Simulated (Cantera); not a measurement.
A Cantera script and what it prints.

```python
import numpy as np
import cantera as ct

gas_names = """
    CL CL2 Fe FeCL FeCL2 FeCL3 Fe2CL4 Fe2CL6 H HCL H2
""".split()
cond_names = """
    Fe(a) Fe(c) Fe(d) Fe(L) FeCL2(s) FeCL2(L) FeCL3(s) FeCL3(L)
""".split()


def load(file, names, dense=False):
    # The tables refer to 1 bar. Condensed volumes are neglected.
    table = {s.name: s for s in ct.Species.list_from_file(file)}
    out = []
    for n in names:
        d = dict(table[n].input_data)
        d["thermo"] = dict(d["thermo"], **{"reference-pressure": 1e5})
        if dense:
            d["equation-of-state"] = {"model": "constant-volume", "density": "1e6 g/cm^3"}
        out.append(ct.Species.from_dict(d))
    return out


gas = ct.Solution(thermo="ideal-gas", species=load("nasa_gas.yaml", gas_names))
cond = {s.name: ct.Solution(thermo="fixed-stoichiometry", species=[s], name=s.name)
        for s in load("nasa_condensed.yaml", cond_names, dense=True)}
atoms = {
    'FeCl3': {'Fe': 1, 'CL': 3},
    'H2': {'H': 2},
}
top_T = {}  # K; cautious upper limits of use, not melting points


def equilibrate(T, P, feed):
    n = {}
    for name, mol in feed.items():
        for a, k in atoms[name].items():
            n[a] = n.get(a, 0.0) + k * mol
    gas.TPX = T, P, n
    mass = sum(n.values()) * gas.mean_molecular_weight
    gas.equilibrate("TP")
    valid = [c for c in cond.values() if c.min_temp <= T <= top_T.get(c.name, c.max_temp)]
    mix = ct.Mixture([(gas, mass / gas.mean_molecular_weight)] + [(c, 0.0) for c in valid])
    mix.T, mix.P = T, P
    mix.equilibrate("TP", solver="vcs", rtol=1e-11, max_steps=5000)
    return mix


results = []
P = 10000  # Pa
for T in [675, 725, 775, 825, 875, 925, 975, 1025, 1075, 1125]:
    for m in [3.8, 5.8, 7.9, 10, 12, 14, 16, 18]:
        feed = {'FeCl3': 1, 'H2': m}  # mol
        mix = equilibrate(T, P, feed)
        results.append((T, P, feed, dict(zip(mix.species_names, mix.species_moles))))

for T, P, feed, n in results:
    print(f"{T:7g} {feed['H2']:10.4g}  " + (" + ".join(c for c in cond_names if n.get(c, 0) > 1e-12) or "gas only"))
```

It prints:

```
    675        3.8  FeCL2(s)
    675        5.8  FeCL2(s)
    675        7.9  FeCL2(s)
    675         10  FeCL2(s)
    675         12  FeCL2(s)
    675         14  FeCL2(s)
    675         16  FeCL2(s)
    675         18  FeCL2(s)
    725        3.8  FeCL2(s)
    725        5.8  FeCL2(s)
    725        7.9  FeCL2(s)
    725         10  FeCL2(s)
    725         12  FeCL2(s)
    725         14  FeCL2(s)
    725         16  FeCL2(s)
    725         18  FeCL2(s)
    775        3.8  FeCL2(s)
    775        5.8  FeCL2(s)
    775        7.9  FeCL2(s)
    775         10  FeCL2(s)
    775         12  Fe(a) + FeCL2(s)
    775         14  Fe(a) + FeCL2(s)
    775         16  Fe(a) + FeCL2(s)
    775         18  Fe(a) + FeCL2(s)
    825        3.8  FeCL2(s)
    825        5.8  Fe(a) + FeCL2(s)
    825        7.9  Fe(a) + FeCL2(s)
    825         10  Fe(a) + FeCL2(s)
    825         12  Fe(a) + FeCL2(s)
    825         14  Fe(a) + FeCL2(s)
    825         16  Fe(a)
    825         18  Fe(a)
    875        3.8  Fe(a) + FeCL2(s)
    875        5.8  Fe(a) + FeCL2(s)
    875        7.9  Fe(a)
    875         10  Fe(a)
    875         12  Fe(a)
    875         14  Fe(a)
    875         16  Fe(a)
    875         18  Fe(a)
    925        3.8  Fe(a) + FeCL2(s)
    925        5.8  Fe(a)
    925        7.9  Fe(a)
    925         10  Fe(a)
    925         12  Fe(a)
    925         14  Fe(a)
    925         16  Fe(a)
    925         18  Fe(a)
    975        3.8  Fe(a)
    975        5.8  Fe(a)
    975        7.9  Fe(a)
    975         10  Fe(a)
    975         12  Fe(a)
    975         14  Fe(a)
    975         16  Fe(a)
    975         18  Fe(a)
   1025        3.8  Fe(a)
   1025        5.8  Fe(a)
   1025        7.9  Fe(a)
   1025         10  Fe(a)
   1025         12  Fe(a)
   1025         14  Fe(a)
   1025         16  Fe(a)
   1025         18  Fe(a)
   1075        3.8  Fe(a)
   1075        5.8  Fe(a)
   1075        7.9  Fe(a)
   1075         10  Fe(a)
   1075         12  Fe(a)
   1075         14  Fe(a)
   1075         16  Fe(a)
   1075         18  Fe(a)
   1125        3.8  Fe(a)
   1125        5.8  Fe(a)
   1125        7.9  Fe(a)
   1125         10  Fe(a)
   1125         12  Fe(a)
   1125         14  Fe(a)
   1125         16  Fe(a)
   1125         18  Fe(a)
```

Cantera equilibrium calculation (NASA polynomials, part measured and part estimated; ideal gas, pure solids and liquids).
